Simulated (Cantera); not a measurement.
# Adiabatic ignition

An adiabatic, constant-volume homogeneous reactor starts with CH3OH : O2 : N2 = 1 : 3.19 : 12 (molar parts), equivalence ratio 0.47, at 1150 K and 0.230 bar.

Model: GRI-Mech 3.0 (53 species, 325 reactions), integrated in Cantera. GRI-Mech 3.0 was tuned for natural gas; its chemistry of methanol as a main component is partial and can be far from experiment.

```tsv
t (s)	T (K)	P (bar)	x CH3OH	x O2	x NO	x C2H	x H2O2
2.00e-6	1150	0.230	0.0618	0.197	<1e-12	<1e-12	<1e-12
5.51e-6	1150	0.230	0.0618	0.197	<1e-12	<1e-12	<1e-12
1.52e-5	1150	0.230	0.0618	0.197	<1e-12	<1e-12	<1e-12
4.18e-5	1150	0.230	0.0618	0.197	<1e-12	<1e-12	<1e-12
0.000115	1150	0.230	0.0618	0.197	<1e-12	<1e-12	<1e-12
0.000317	1150	0.230	0.0618	0.197	<1e-12	<1e-12	3.95e-12
0.000875	1150	0.230	0.0618	0.197	<1e-12	<1e-12	9.50e-11
0.00241	1150	0.230	0.0618	0.197	<1e-12	<1e-12	1.96e-9
0.00664	1150	0.230	0.0618	0.197	<1e-12	<1e-12	2.93e-8
0.0183	1150	0.230	0.0618	0.197	<1e-12	<1e-12	3.06e-7
0.0504	1150	0.230	0.0616	0.197	<1e-12	<1e-12	4.07e-6
0.139	2351	0.488	<1e-12	0.0974	0.00443	<1e-12	1.23e-7
0.383	2339	0.486	<1e-12	0.0944	0.0107	<1e-12	1.18e-7
1.05	2339	0.485	<1e-12	0.0943	0.0108	<1e-12	1.18e-7
2.90	2339	0.485	<1e-12	0.0943	0.0108	<1e-12	1.18e-7
8.00	2339	0.485	<1e-12	0.0943	0.0108	<1e-12	1.18e-7
```
x: mole fraction; the columns are a selection and need not sum to one.

The time of steepest temperature rise is 99.6 ms, the temperature at 8.00 s is 2339 K and the equilibrium temperature comes out as 2339 K. The x(CH3OH) at 8.00 s comes out as <1e-12 (gas-phase equilibrium <1e-12), the x(O2) at 8.00 s is 0.0943 (gas-phase equilibrium 0.0943) and the x(NO) at 8.00 s is 0.0108 (gas-phase equilibrium 0.0108).
